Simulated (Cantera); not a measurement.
Equilibrium for silicon nitride deposition: SiH2Cl2 + NH3 + N2

Charge: 1 mol SiH2Cl2, 0.63 mol NH3, 4.9 mol N2, at 1.33 mbar.

Cantera equilibrium calculation (NASA polynomials, part measured and part estimated; ideal gas, pure solids and liquids). Candidate condensed phases: NH4Cl, Si, Si3N4; 28 gas species. The tables' values for SiCl, SiCl3, SiN are old estimates; treat these amounts as uncertain. Gases not in the tables: Si2H6 and higher silanes. Equilibrium is a limit: real reactors are often held back by kinetics, nucleation or transport.

From 600 °C to 1300 °C the condensed part is Si3N4(s). At 1400 °C the condensed part is Si(s). From 1500 °C to 1700 °C the condensed part is Si(l). At 1800 °C nothing is condensed. The main Si-bearing gas is SiCl4 at 600 °C and SiCl2 at 1800 °C. The share of Si in condensed phases is highest at 900 °C (95.4 %) and lowest at 1800 °C (0.0 %).

```json
[
 {"T (°C)": "600", "x N2": "0.616", "x HCl": "0.227", "x H2": "0.147", "x SiCl2": "4.19e-8", "x Si": "<1e-12", "x H": "4.91e-10", "x Cl": "7.51e-10", "x SiCl4": "0.0102", "n Si3N4(s)": "0.308", "n Si(s)": "0", "n Si(l)": "0"},
 {"T (°C)": "700", "x N2": "0.614", "x HCl": "0.236", "x H2": "0.142", "x SiCl2": "2.02e-6", "x Si": "<1e-12", "x H": "1.12e-8", "x Cl": "1.75e-8", "x SiCl4": "0.00786", "n Si3N4(s)": "0.314", "n Si(s)": "0", "n Si(l)": "0"},
 {"T (°C)": "800", "x N2": "0.613", "x HCl": "0.242", "x H2": "0.139", "x SiCl2": "4.62e-5", "x Si": "<1e-12", "x H": "1.43e-7", "x Cl": "2.25e-7", "x SiCl4": "0.00621", "n Si3N4(s)": "0.317", "n Si(s)": "0", "n Si(l)": "0"},
 {"T (°C)": "900", "x N2": "0.612", "x HCl": "0.245", "x H2": "0.137", "x SiCl2": "0.000598", "x Si": "<1e-12", "x H": "1.20e-6", "x Cl": "1.86e-6", "x SiCl4": "0.00488", "n Si3N4(s)": "0.318", "n Si(s)": "0", "n Si(l)": "0"},
 {"T (°C)": "1000", "x N2": "0.612", "x HCl": "0.239", "x H2": "0.140", "x SiCl2": "0.00468", "x Si": "5.99e-11", "x H": "7.30e-6", "x Cl": "1.06e-5", "x SiCl4": "0.00332", "n Si3N4(s)": "0.309", "n Si(s)": "0", "n Si(l)": "0"},
 {"T (°C)": "1100", "x N2": "0.615", "x HCl": "0.210", "x H2": "0.151", "x SiCl2": "0.0202", "x Si": "7.02e-9", "x H": "3.54e-5", "x Cl": "4.08e-5", "x SiCl4": "0.00136", "n Si3N4(s)": "0.272", "n Si(s)": "0", "n Si(l)": "0"},
 {"T (°C)": "1200", "x N2": "0.621", "x HCl": "0.158", "x H2": "0.172", "x SiCl2": "0.0469", "x Si": "4.25e-7", "x H": "0.000144", "x Cl": "0.000107", "x SiCl4": "0.000272", "n Si3N4(s)": "0.207", "n Si(s)": "0", "n Si(l)": "0"},
 {"T (°C)": "1300", "x N2": "0.626", "x HCl": "0.106", "x H2": "0.194", "x SiCl2": "0.0722", "x Si": "1.52e-5", "x H": "0.000490", "x Cl": "0.000213", "x SiCl4": "3.73e-5", "n Si3N4(s)": "0.141", "n Si(s)": "0", "n Si(l)": "0"},
 {"T (°C)": "1400", "x N2": "0.638", "x HCl": "0.0697", "x H2": "0.203", "x SiCl2": "0.0865", "x Si": "0.000313", "x H": "0.00140", "x Cl": "0.000377", "x SiCl4": "4.91e-6", "n Si3N4(s)": "0", "n Si(s)": "0.284", "n Si(l)": "0"},
 {"T (°C)": "1500", "x N2": "0.636", "x HCl": "0.0724", "x H2": "0.199", "x SiCl2": "0.0844", "x Si": "0.00160", "x H": "0.00348", "x Cl": "0.000971", "x SiCl4": "1.63e-6", "n Si3N4(s)": "0", "n Si(s)": "0", "n Si(l)": "0.283"},
 {"T (°C)": "1600", "x N2": "0.631", "x HCl": "0.0748", "x H2": "0.194", "x SiCl2": "0.0810", "x Si": "0.00661", "x H": "0.00778", "x Cl": "0.00228", "x SiCl4": "6.07e-7", "n Si3N4(s)": "0", "n Si(s)": "0", "n Si(l)": "0.251"},
 {"T (°C)": "1700", "x N2": "0.615", "x HCl": "0.0749", "x H2": "0.184", "x SiCl2": "0.0754", "x Si": "0.0237", "x H": "0.0159", "x Cl": "0.00482", "x SiCl4": "2.35e-7", "n Si3N4(s)": "0", "n Si(s)": "0", "n Si(l)": "0.103"},
 {"T (°C)": "1800", "x N2": "0.595", "x HCl": "0.0875", "x H2": "0.163", "x SiCl2": "0.0608", "x Si": "0.0440", "x H": "0.0291", "x Cl": "0.0115", "x SiCl4": "1.26e-7", "n Si3N4(s)": "0", "n Si(s)": "0", "n Si(l)": "0"}
]
```
x: gas mole fraction; n: condensed amount in mol.
